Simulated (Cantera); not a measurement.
# Adiabatic ignition

An adiabatic, constant-pressure homogeneous reactor starts with 4.52 % CH₄, 20.1 % O₂, 75.4 % N₂, equivalence ratio 0.45, at 1300 K and 4.64 atm.

Detailed kinetics in Cantera: GRI-Mech 3.0 (53 species, 325 reactions).

```json
[
 {"t (s)": "7.00e-6", "T (K)": "1300", "x CH₄": "0.0452", "x O₂": "0.201", "x HCN": "<1e-12", "x HCO": "<1e-12", "x CH₃": "8.67e-8", "x C₂H₄": "<1e-12", "x O": "1.29e-10"},
 {"t (s)": "2.26e-5", "T (K)": "1300", "x CH₄": "0.0452", "x O₂": "0.201", "x HCN": "<1e-12", "x HCO": "<1e-12", "x CH₃": "3.09e-7", "x C₂H₄": "6.31e-12", "x O": "3.61e-10"},
 {"t (s)": "7.30e-5", "T (K)": "1300", "x CH₄": "0.0452", "x O₂": "0.201", "x HCN": "<1e-12", "x HCO": "<1e-12", "x CH₃": "1.38e-6", "x C₂H₄": "3.68e-10", "x O": "1.52e-9"},
 {"t (s)": "0.000236", "T (K)": "1300", "x CH₄": "0.0451", "x O₂": "0.201", "x HCN": "<1e-12", "x HCO": "2.50e-11", "x CH₃": "8.97e-6", "x C₂H₄": "4.59e-8", "x O": "1.05e-8"},
 {"t (s)": "0.000761", "T (K)": "1301", "x CH₄": "0.0449", "x O₂": "0.200", "x HCN": "<1e-12", "x HCO": "6.81e-10", "x CH₃": "2.47e-5", "x C₂H₄": "2.80e-6", "x O": "3.92e-8"},
 {"t (s)": "0.00246", "T (K)": "2234", "x CH₄": "<1e-12", "x O₂": "0.109", "x HCN": "<1e-12", "x HCO": "2.05e-11", "x CH₃": "<1e-12", "x C₂H₄": "<1e-12", "x O": "0.000512"},
 {"t (s)": "0.00794", "T (K)": "2232", "x CH₄": "<1e-12", "x O₂": "0.109", "x HCN": "<1e-12", "x HCO": "2.02e-11", "x CH₃": "<1e-12", "x C₂H₄": "<1e-12", "x O": "0.000508"},
 {"t (s)": "0.0256", "T (K)": "2229", "x CH₄": "<1e-12", "x O₂": "0.108", "x HCN": "<1e-12", "x HCO": "1.94e-11", "x CH₃": "<1e-12", "x C₂H₄": "<1e-12", "x O": "0.000496"},
 {"t (s)": "0.0828", "T (K)": "2222", "x CH₄": "<1e-12", "x O₂": "0.107", "x HCN": "<1e-12", "x HCO": "1.78e-11", "x CH₃": "<1e-12", "x C₂H₄": "<1e-12", "x O": "0.000470"},
 {"t (s)": "0.267", "T (K)": "2215", "x CH₄": "<1e-12", "x O₂": "0.105", "x HCN": "<1e-12", "x HCO": "1.65e-11", "x CH₃": "<1e-12", "x C₂H₄": "<1e-12", "x O": "0.000448"},
 {"t (s)": "0.863", "T (K)": "2215", "x CH₄": "<1e-12", "x O₂": "0.105", "x HCN": "<1e-12", "x HCO": "1.64e-11", "x CH₃": "<1e-12", "x C₂H₄": "<1e-12", "x O": "0.000446"},
 {"t (s)": "2.79", "T (K)": "2215", "x CH₄": "<1e-12", "x O₂": "0.105", "x HCN": "<1e-12", "x HCO": "1.64e-11", "x CH₃": "<1e-12", "x C₂H₄": "<1e-12", "x O": "0.000446"},
 {"t (s)": "9.00", "T (K)": "2215", "x CH₄": "<1e-12", "x O₂": "0.105", "x HCN": "<1e-12", "x HCO": "1.64e-11", "x CH₃": "<1e-12", "x C₂H₄": "<1e-12", "x O": "0.000446"}
]
```
x: mole fraction; the columns are a selection and need not sum to one.

The time of steepest temperature rise is 2.13 ms, the temperature at 9.00 s is 2215 K and the equilibrium temperature is 2215 K. The x(CH₄) at 9.00 s is <1e-12 (gas-phase equilibrium <1e-12), the x(O₂) at 9.00 s is 0.105 (gas-phase equilibrium 0.105) and the x(HCN) at 9.00 s comes out as <1e-12 (gas-phase equilibrium <1e-12).
